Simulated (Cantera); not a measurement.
A freely propagating, adiabatic, planar premixed flame of 26.5 % H2, 15.4 % O2, 58.1 % N2, equivalence ratio 0.86, unburnt at 300 K and 1350 Torr; mixture-averaged transport, grid criteria slope 0.08 and curve 0.16, no radiation.

Computed with Cantera and the H2/O2 subset of GRI-Mech 3.0, which has no nitrogen chemistry. Burning velocities carry a grid error of a few per cent, more on coarse grids.

Q: Predict: laminar burning velocity; thermal thickness; peak x(O); peak x(H2O2); peak x(H); peak x(OH).

A: 
| Item | Value |
|---|---|
| laminar burning velocity | 175 cm/s |
| thermal thickness | 0.165 mm |
| peak x(O) | 0.00801 |
| peak x(H2O2) | 0.000132 |
| peak x(H) | 0.0217 |
| peak x(OH) | 0.0131 |
